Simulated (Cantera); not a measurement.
# Equilibrium for abatement and gas-phase synthesis: HCl + H2O

A closed system holds: 1 mol HCl, 0.84 mol H2O, held at 750 Torr.

Cantera equilibrium calculation (NASA polynomials, part measured and part estimated; ideal gas, pure solids and liquids). Candidate condensed phases: H2O; 14 gas species. Kinetics and transport are ignored.

```
T (K)  log p HCl  log p H2O  log p Cl  log p H2  log p OH  log p O2  log p H  log p Cl2
-----  ---------  ---------  --------  --------  --------  --------  -------  ---------
1098       -0.26      -0.34     -5.40     -5.04     -7.79     -8.41   -10.12      -5.14
1198       -0.26      -0.34     -4.74     -4.61     -6.86     -7.29    -9.03      -4.82
1298       -0.26      -0.34     -4.20     -4.22     -6.09     -6.39    -8.08      -4.57
1398       -0.27      -0.34     -3.74     -3.86     -5.44     -5.68    -7.26      -4.38
1498       -0.27      -0.34     -3.36     -3.53     -4.89     -5.10    -6.53      -4.24
1598       -0.27      -0.34     -3.03     -3.22     -4.42     -4.62    -5.88      -4.14
1698       -0.27      -0.34     -2.75     -2.94     -4.00     -4.22    -5.31      -4.05
1798       -0.27      -0.34     -2.50     -2.68     -3.64     -3.87    -4.79      -3.98
1898       -0.27      -0.34     -2.27     -2.45     -3.31     -3.57    -4.33      -3.93
1998       -0.27      -0.34     -2.08     -2.24     -3.02     -3.30    -3.91      -3.88
2098       -0.28      -0.35     -1.90     -2.05     -2.76     -3.06    -3.54      -3.85
2198       -0.29      -0.35     -1.74     -1.87     -2.53     -2.85    -3.19      -3.82
```
log p: log10 of the partial pressure in bar; nothing condenses.

From 1098 K to 2198 K nothing is condensed.
